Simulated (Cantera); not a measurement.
# Oxide etching and cleaning by halides: Al₂O₃ + Cl₂ + N₂

Feed: 1 mol Al₂O₃, 8.9 mol Cl₂, 1.9 mol N₂, at 1248 K.

Equilibrium computed with Cantera from the NASA thermochemical tables; the gas is ideal and each condensed phase is pure. Candidate condensed phases: Al, AlCl₃, AlN, Al₂O₃; 24 gas species. Rates play no part.

| P (Pa) | x Cl₂ | x Cl | x N₂ | x AlCl₃ | x O₂ | n Al₂O₃(s) |
|---|---|---|---|---|---|---|
| 1 | 0.105 | 0.786 | 0.107 | 0.00103 | 0.000770 | 0.991 |
| 10 | 0.386 | 0.476 | 0.134 | 0.00226 | 0.00169 | 0.984 |
| 100 | 0.643 | 0.194 | 0.159 | 0.00252 | 0.00188 | 0.985 |
| 1000 | 0.760 | 0.0667 | 0.170 | 0.00209 | 0.00156 | 0.988 |
| 10000 | 0.802 | 0.0217 | 0.174 | 0.00158 | 0.00117 | 0.991 |
| 100000 | 0.816 | 0.00691 | 0.175 | 0.00115 | 0.000857 | 0.994 |
x: gas mole fraction; n: condensed amount in mol.

From 1.00 Pa to 100000 Pa the condensed part is Al₂O₃(s). The main Al-bearing gas is AlCl₃ throughout.
